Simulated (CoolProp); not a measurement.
n-pentane along the isobar 180 bar: fugacity coefficient from the reference equation and from simpler models built on Tc = 469.7 K, pc = 33.68 bar, ω = 0.251; each cubic takes its own stable root.

Values from CoolProp's reference Helmholtz-energy equation of state, Thol 2019.

```json
[
 {"T (K)": "174.9", "phase": "liquid", "reference": "2.301e-6"},
 {"T (K)": "198.8", "phase": "liquid", "reference": "2.920e-5"},
 {"T (K)": "222.7", "phase": "liquid", "reference": "0.0001989"},
 {"T (K)": "246.6", "phase": "liquid", "reference": "0.0008796"},
 {"T (K)": "270.5", "phase": "liquid", "reference": "0.002854"},
 {"T (K)": "294.4", "phase": "liquid", "reference": "0.007360"},
 {"T (K)": "318.3", "phase": "liquid", "reference": "0.01595"},
 {"T (K)": "342.2", "phase": "liquid", "reference": "0.03020"},
 {"T (K)": "366.1", "phase": "liquid", "reference": "0.05141"},
 {"T (K)": "390", "phase": "liquid", "reference": "0.08034"},
 {"T (K)": "413.9", "phase": "liquid", "reference": "0.1171"},
 {"T (K)": "437.8", "phase": "liquid", "reference": "0.1613"},
 {"T (K)": "461.7", "phase": "liquid", "reference": "0.2117"},
 {"T (K)": "485.6", "phase": "supercritical", "reference": "0.2671"},
 {"T (K)": "509.5", "phase": "supercritical", "reference": "0.3257"}
]
```

Question: How far does each simpler model (van der Waals, Redlich-Kwong, Soave-Redlich-Kwong, Peng-Robinson) lie from the reference over these 15 states: mean and median of the absolute difference, and the worst?

Answer: 
- van der Waals: mean 14416.8 %, median 310.6 %, worst +168652.7 % at 174.9 K and 180 bar
- Redlich-Kwong: mean 94.2 %, median 57.8 %, worst +302.1 % at 174.9 K and 180 bar
- Soave-Redlich-Kwong: mean 8.7 %, median 8.7 %, worst +11.9 % at 174.9 K and 180 bar
- Peng-Robinson: mean 3.8 %, median 2.1 %, worst +22.3 % at 174.9 K and 180 bar
